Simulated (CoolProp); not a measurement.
A single-stage vapour-compression cycle with the fluid: evaporating at 311.15 K (dew point), condensing at 337.15 K (bubble point), superheat 10 K, subcooling 5 K, compressor efficiency 0.8, no pressure losses. The same conditions are run with several fluids, on thermodynamics alone (safety and materials aside).

The numbers come from the reference Helmholtz-energy equation of state of each fluid (n-pentane: Thol 2019; R245ca: Zhou 2016; R1224YDZ: Akasaka 2023; R152A: Outcalt 1996; dimethyl ether: Wu 2011; R22: Kamei 1995) in CoolProp.

| fluid | cooling COP | pressure ratio | discharge temperature (K) | refrigerating effect (kJ/kg) | volumetric capacity (kJ/m³) |
|---|---|---|---|---|---|
| n-pentane | 9.02 | 2.22 | 343.6 | 323 | 985 |
| R245ca | … | 2.28 | 345.1 | 177 | 1510 |
| R1224YDZ | 8.87 | … | … | 141 | 1940 |
| R152A | … | 1.91 | 356.5 | 235 | 5940 |
| dimethyl ether | … | … | 355.4 | 344 | 5770 |
| R22 | 7.94 | 1.81 | 360.5 | … | 8750 |

Question: Some entries are withheld; supply them.

Answer: 
- R245ca, cooling COP: 8.95
- R1224YDZ, pressure ratio: 2.14
- R1224YDZ, discharge temperature (K): 345.3
- R152A, cooling COP: 8.43
- dimethyl ether, cooling COP: 8.57
- dimethyl ether, pressure ratio: 1.88
- R22, refrigerating effect (kJ/kg): 149
